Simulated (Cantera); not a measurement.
An isothermal, constant-pressure homogeneous reactor starts with NO : N2 = 1 : 1.9 (molar parts), at 1900 K and 0.0320 bar.

Cantera simulation using GRI-Mech 3.0 (53 species, 325 reactions); the numbers are that mechanism's predictions, not measurements. Radical loss at walls, strong at low pressure, is not modelled.

Question: Predict: x(NO) at 30.0 s; x(NO2) at 30.0 s; x(O2) at 30.0 s; x(N2) at 30.0 s; x(N2O) at 30.0 s; x(O) at 30.0 s.

Answer: 
```json
{
  "x(NO) at 30.0 s": "0.141 (gas-phase equilibrium 0.00529)",
  "x(NO2) at 30.0 s": "3.58e-5 (gas-phase equilibrium 1.75e-6)",
  "x(O2) at 30.0 s": "0.102 (gas-phase equilibrium 0.169)",
  "x(N2) at 30.0 s": "0.757 (gas-phase equilibrium 0.825)",
  "x(N2O) at 30.0 s": "6.28e-6 (gas-phase equilibrium 5.49e-8)",
  "x(O) at 30.0 s": "0.000547 (gas-phase equilibrium 0.000690)"
}
```
